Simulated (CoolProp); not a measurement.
Computed with CoolProp (reference Helmholtz-energy equation of state, Thol 2019).

Task: Give the vapour pressure (MPa), liquid density (kg/m³), liquid cp (kJ/(kg K)), vapour Z of saturated n-pentane at 273.9, 326.8, 379.8 K.

Result: 
```json
[
 {"T (K)": "273.9", "p (MPa)": "0.0253", "liquid density (kg/m³)": "645", "liquid cp (kJ/(kg K))": "2.21", "vapour Z": "0.984"},
 {"T (K)": "326.8", "p (MPa)": "0.178", "liquid density (kg/m³)": "591", "liquid cp (kJ/(kg K))": "2.46", "vapour Z": "0.934"},
 {"T (K)": "379.8", "p (MPa)": "0.687", "liquid density (kg/m³)": "528", "liquid cp (kJ/(kg K))": "2.79", "vapour Z": "0.832"}
]
```
